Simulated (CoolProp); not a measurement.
Propylene along the isotherm 335.5 K: fugacity coefficient from the reference equation and from simpler models built on Tc = 364.2 K, pc = 4.555 MPa, ω = 0.146; each cubic takes its own stable root.

Computed with CoolProp (reference Helmholtz-energy equation of state, Lemmon 2013).

```tsv
p (MPa)	phase	reference	van der Waals	Redlich-Kwong	Soave-Redlich-Kwong	Peng-Robinson
1.27	gas	0.8780	0.8996	0.8817	0.8795	0.8695
2.53	gas	0.7562	0.7988	0.7653	0.7606	0.7438
3.8	liquid	0.5402	0.6505	0.5707	0.5511	0.5332
5.06	liquid	0.4235	0.5220	0.4506	0.4346	0.4182
6.33	liquid	0.3532	0.4447	0.3781	0.3643	0.3487
7.59	liquid	0.3070	0.3943	0.3304	0.3182	0.3030
8.86	liquid	0.2740	0.3588	0.2964	0.2852	0.2703
10.1	liquid	0.2501	0.3334	0.2717	0.2613	0.2465
11.4	liquid	0.2309	0.3134	0.2519	0.2421	0.2273
```
